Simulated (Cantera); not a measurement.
Charge: 1 mol SiH₄, a varied amount of CO₂, 2.3 mol N₂, equilibrated at 1848 K and 0.0100 bar.

Equilibrium computed with Cantera from the NASA thermochemical tables; the gas is ideal and each condensed phase is pure. Candidate condensed phases: C, C₆H₆, C₇H₈, C₈H₁₈, H₂O, Si, SiC, SiO₂, Si₂N₂O, Si₃N₄; 151 gas species. The tables hold silica as quartz up to 1696 K and as liquid above; real silica turns to tridymite and cristobalite and melts near 1996 K. Rates play no part.

Task: Which condensed phases are stable at each of these points (n(CO₂) (mol)): 0.54, 0.63, 0.74, 0.86, 1, 1.2, 1.4, 1.6, 1.9, 2.2, 2.6, 3.1, 3.6?

Result: 
```
n(CO₂) (mol)  condensed phases  Si condensed (%)
------------  ----------------  ----------------
0.54                    SiC(s)              22.8
0.63                    SiC(s)              18.3
0.74                    SiC(s)              12.8
0.86                    SiC(s)               6.8
1                     gas only               0.0
1.2            SiO₂(condensed)              19.0
1.4            SiO₂(condensed)              38.7
1.6            SiO₂(condensed)              58.0
1.9            SiO₂(condensed)              84.6
2.2            SiO₂(condensed)              96.4
2.6            SiO₂(condensed)              98.7
3.1            SiO₂(condensed)              99.3
3.6            SiO₂(condensed)              99.5
```

From 0.54 mol CO₂ to 0.86 mol CO₂ the condensed part is SiC(s). At 1 mol CO₂ nothing is condensed. From 1.2 mol CO₂ to 3.6 mol CO₂ the condensed part is SiO₂(condensed).
